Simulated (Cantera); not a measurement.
## Boron, boron nitride and boron oxide: B₂O₃ + H₂ + N₂

A closed system holds: 1 mol B₂O₃, 4.4 mol H₂, 1.8 mol N₂, equilibrated at 1923 K.

Cantera equilibrium calculation (NASA polynomials, part measured and part estimated; ideal gas, pure solids and liquids). Candidate condensed phases: B, BN, B₂O₃, B₃O₃H₃, H₂O; 39 gas species. Mutual solubility and eutectic melting of coexisting phases are not modelled. Kinetics and transport are ignored.

| P (Pa) | log p H₂ | log p N₂ | log p B₂O₃ | log p H | log p HBO₂ | log p BO | log p HBO | n B₂O₃(l) | n BN(s) |
|---|---|---|---|---|---|---|---|---|---|
| 10 | -4.31 | -4.63 | -5.21 | -5.18 | -5.20 | -5.33 | -5.65 | 0 | 0 |
| 37 | -3.71 | -4.05 | -4.58 | -4.88 | -4.66 | -4.95 | -4.97 | 0 | 0 |
| 140 | -3.12 | -3.46 | -3.97 | -4.59 | -4.10 | -4.60 | -4.33 | 0 | 0 |
| 520 | -2.54 | -2.89 | -3.38 | -4.30 | -3.55 | -4.28 | -3.72 | 0 | 0 |
| 1900 | -1.98 | -2.33 | -2.81 | -4.01 | -2.99 | -3.98 | -3.14 | 0 | 0 |
| 7200 | -1.40 | -1.75 | -2.23 | -3.72 | -2.42 | -3.68 | -2.55 | 0 | 0 |
| 27000 | -0.80 | -1.16 | -1.77 | -3.43 | -1.91 | -3.44 | -2.01 | 0.222 | 0 |
| 100000 | -0.18 | -0.56 | -1.77 | -3.12 | -1.64 | -3.39 | -1.65 | 0.728 | 0.00211 |
log p: log10 of the partial pressure in bar; n: condensed amount in mol.

From 10.0 Pa to 7200 Pa nothing is condensed. At 27000 Pa the condensed part is B₂O₃(l). At 100000 Pa the condensed part is BN(s) + B₂O₃(l). The main B-bearing gas is B₂O₃ throughout.
